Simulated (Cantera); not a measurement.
A closed system holds: 1 mol Si, 0.093 mol CO₂, 67 mol N₂, equilibrated at 490 Pa.

These are equilibrium values from Cantera (NASA tables, ideal gas, pure condensed phases), not measurements of a reactor. Candidate condensed phases: C, Si, SiC, SiO₂, Si₂N₂O, Si₃N₄; 34 gas species. N₂ is the only nitrogen source here; it is nearly inert below about 1500 K, so the nitride shown seldom forms there in practice. The numbers say what is thermodynamically allowed, not how fast it happens. All values below are at 1000 K.

Base state: N₂ 1.00 (mole fractions); condensed: C(graphite) + Si₂N₂O(s) + Si₃N₄(s).

Q: What changes in the equilibrium state with this change: CO₂ from 0.093 to 0.59 mol?

A: 
| species | before | after |
|---|---|---|
| N₂ | 1.00 | 0.991 |
| CO | 5.69e-9 | 0.00879 |
| C(graphite), mol | 0.0930 | 0 |
| Si₂N₂O(s), mol | 0.186 | 0.470 |
| Si₃N₄(s), mol | 0.209 | 0 |
| SiO₂(β-quartz), mol | 0 | 0.0600 |
